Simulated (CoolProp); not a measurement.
Vapour-liquid equilibrium of p-xylene (1) + n-decane (2) at 59.45 °C; x and y are mole fractions of (1).

Values from CoolProp's multi-fluid Helmholtz-energy mixture model, Zhou 2012 and Lemmon 2006; pair parameters Bell 2016.

```tsv
x	bubble pressure, mixture model (kPa)	bubble pressure, Raoult's law (kPa)	y, mixture model	y, Raoult's law
0.05	1.799	1.742	0.217	0.192
0.125	2.256	2.133	0.423	0.393
0.2	2.691	2.525	0.556	0.531
0.275	3.107	2.916	0.649	0.632
0.35	3.507	3.308	0.718	0.709
0.425	3.894	3.699	0.773	0.770
0.5	4.270	4.091	0.818	0.819
0.575	4.639	4.482	0.855	0.860
0.65	5.003	4.874	0.888	0.894
0.725	5.364	5.265	0.916	0.923
0.8	5.725	5.656	0.942	0.948
0.875	6.087	6.048	0.965	0.969
0.95	6.454	6.439	0.986	0.989
```

The largest gap from Raoult's law is +6.6 % in bubble pressure, at x = 0.2. No azeotrope shows between x = 0.05 and 0.95.

Pair parameters are fitted to limited data, so mixtures are less certain than the pure fluids.
